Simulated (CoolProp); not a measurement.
Methanol along the isobar 420 bar: density (kg/m³) from the reference equation and from simpler models built on Tc = 240.2 °C, pc = 82.16 bar, ω = 0.565; each cubic takes its own stable root.

Computed with CoolProp (reference Helmholtz-energy equation of state, de Reuck 1993).

```csv
T (°C),phase,reference,Soave-Redlich-Kwong,Peng-Robinson
-24.95,liquid,860.7,644.1,721.1
-3.95,liquid,843.5,634.3,710.5
17.15,liquid,826.7,623.5,698.9
38.15,liquid,810.2,611.8,686.2
59.15,liquid,793.7,599.1,672.4
80.15,liquid,776.9,585.4,657.2
101.25,liquid,759.5,570.4,640.6
122.25,liquid,741.3,554.2,622.5
143.25,liquid,722.0,536.8,602.7
```
